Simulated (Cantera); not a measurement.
Input (Python, Cantera) and output of one run.

```python
import numpy as np
import cantera as ct

gas_names = """
    C CH CH2 CH3 CH4 C2 C2H C2H2,acetylene C2H2,vinylidene C2H3,vinyl C2H4 C2H5 C2H6 C3 C3H3,propargyl
    C3H4,allene C3H4,propyne C3H4,cyclo- C3H5,allyl C3H6,propylene C3H6,cyclo- C3H7,n-propyl
    C3H7,i-propyl C3H8 C4 C4H2 C4H4,1,3-cyclo- C4H6,butadiene C4H6,2-butyne C4H6,cyclo- C4H8,1-butene
    C4H8,cis2-buten C4H8,tr2-butene C4H8,isobutene C4H8,cyclo- C4H9,n-butyl C4H9,i-butyl C4H9,s-butyl
    C4H9,t-butyl C4H10,isobutane C4H10,n-butane C5 C5H6,1,3cyclo- C5H8,cyclo- C5H10,1-pentene
    C5H10,cyclo- C5H11,pentyl C5H11,t-pentyl C5H12,n-pentane C5H12,i-pentane CH3C(CH3)2CH3 C6H2
    C6H5,phenyl C6H6 C6H10,cyclo- C6H12,1-hexene C6H12,cyclo- C6H13,n-hexyl C7H7,benzyl C7H8
    C7H14,1-heptene C7H15,n-heptyl C7H16,n-heptane C8H8,styrene C8H10,ethylbenz C8H16,1-octene
    C8H17,n-octyl C8H18,isooctane C8H18,n-octane C9H19,n-nonyl C10H8,naphthale C10H21,n-decyl
    C12H9,o-bipheny C12H10,bipheny H H2 Si SiC SiC2 SiC4H12 SiH SiH2 SiH3 SiH4 Si2 Si2C Si3
""".split()
cond_names = """
    C(gr) C6H6(L) C7H8(L) C8H18(L),n-octa Si(cr) Si(L) SiC(b)
""".split()


def load(file, names, dense=False):
    # The tables refer to 1 bar. Condensed volumes are neglected.
    table = {s.name: s for s in ct.Species.list_from_file(file)}
    out = []
    for n in names:
        d = dict(table[n].input_data)
        d["thermo"] = dict(d["thermo"], **{"reference-pressure": 1e5})
        if dense:
            d["equation-of-state"] = {"model": "constant-volume", "density": "1e6 g/cm^3"}
        out.append(ct.Species.from_dict(d))
    return out


gas = ct.Solution(thermo="ideal-gas", species=load("nasa_gas.yaml", gas_names))
cond = {s.name: ct.Solution(thermo="fixed-stoichiometry", species=[s], name=s.name)
        for s in load("nasa_condensed.yaml", cond_names, dense=True)}
atoms = {
    'SiH4': {'Si': 1, 'H': 4},
    'C2H2': {'C': 2, 'H': 2},
    'H2': {'H': 2},
}
top_T = {'C(gr)': 4500, 'SiC(b)': 3050}  # K; cautious upper limits of use, not melting points


def equilibrate(T, P, feed):
    n = {}
    for name, mol in feed.items():
        for a, k in atoms[name].items():
            n[a] = n.get(a, 0.0) + k * mol
    gas.TPX = T, P, n
    mass = sum(n.values()) * gas.mean_molecular_weight
    gas.equilibrate("TP")
    valid = [c for c in cond.values() if c.min_temp <= T <= top_T.get(c.name, c.max_temp)]
    mix = ct.Mixture([(gas, mass / gas.mean_molecular_weight)] + [(c, 0.0) for c in valid])
    mix.T, mix.P = T, P
    mix.equilibrate("TP", solver="vcs", rtol=1e-11, max_steps=5000)
    return mix


results = []
feed = {'SiH4': 1, 'C2H2': 0.0067, 'H2': 900}  # mol
P = 950  # Pa
for T in [1298, 1398, 1498, 1598, 1698, 1798, 1898, 1998, 2098, 2198, 2298, 2398, 2498, 2598]:
    mix = equilibrate(T, P, feed)
    results.append((T, P, feed, dict(zip(mix.species_names, mix.species_moles))))
    x = sorted(zip(gas.X, gas.species_names), reverse=True)
    print(f"T = {T:g} K  P = {P:g} Pa  gas = {mix.phase_moles(0):.4g} mol")
    print("   x: " + "  ".join(f"{s} {v:.3e}" for v, s in x if v > 0.0001))
    print("   condensed (mol): " + ("  ".join(f"{mix.phase(i).name} {mix.phase_moles(i):.4g}"
          for i in range(1, mix.n_phases) if mix.phase_moles(i) > 1e-12) or "none"))
```

Output:

```
T = 1298 K  P = 950 Pa  gas = 902 mol
   x: H2 1.000e+00
   condensed (mol): Si(cr) 0.9867  SiC(b) 0.0132
T = 1398 K  P = 950 Pa  gas = 902 mol
   x: H2 1.000e+00
   condensed (mol): Si(cr) 0.9863  SiC(b) 0.01322
T = 1498 K  P = 950 Pa  gas = 902.1 mol
   x: H2 9.998e-01  H 1.763e-04
   condensed (mol): Si(cr) 0.9842  SiC(b) 0.01324
T = 1598 K  P = 950 Pa  gas = 902.3 mol
   x: H2 9.994e-01  H 5.460e-04
   condensed (mol): Si(cr) 0.9715  SiC(b) 0.01322
T = 1698 K  P = 950 Pa  gas = 902.7 mol
   x: H2 9.984e-01  H 1.482e-03
   condensed (mol): Si(L) 0.9012  SiC(b) 0.01286
T = 1798 K  P = 950 Pa  gas = 904 mol
   x: H2 9.960e-01  H 3.605e-03  Si 3.247e-04
   condensed (mol): Si(L) 0.6262  SiC(b) 0.009965
T = 1898 K  P = 950 Pa  gas = 906.5 mol
   x: H2 9.909e-01  H 7.983e-03  Si 9.417e-04
   condensed (mol): none
T = 1998 K  P = 950 Pa  gas = 910.4 mol
   x: H2 9.826e-01  H 1.631e-02  Si 9.907e-04
   condensed (mol): none
T = 2098 K  P = 950 Pa  gas = 917.2 mol
   x: H2 9.678e-01  H 3.106e-02  Si 1.017e-03
   condensed (mol): none
T = 2198 K  P = 950 Pa  gas = 928.7 mol
   x: H2 9.434e-01  H 5.549e-02  Si 1.023e-03
   condensed (mol): none
T = 2298 K  P = 950 Pa  gas = 947.3 mol
   x: H2 9.054e-01  H 9.350e-02  Si 1.015e-03
   condensed (mol): none
T = 2398 K  P = 950 Pa  gas = 975.7 mol
   x: H2 8.499e-01  H 1.490e-01  Si 9.940e-04
   condensed (mol): none
T = 2498 K  P = 950 Pa  gas = 1017 mol
   x: H2 7.741e-01  H 2.250e-01  Si 9.592e-04
   condensed (mol): none
T = 2598 K  P = 950 Pa  gas = 1076 mol
   x: H2 6.775e-01  H 3.215e-01  Si 9.115e-04
   condensed (mol): none
```

These are equilibrium values from Cantera (NASA tables, ideal gas, pure condensed phases), not measurements of a reactor. Mutual solubility and eutectic melting of coexisting phases are not modelled. Gases not in the tables: Si2H6 and higher silanes.
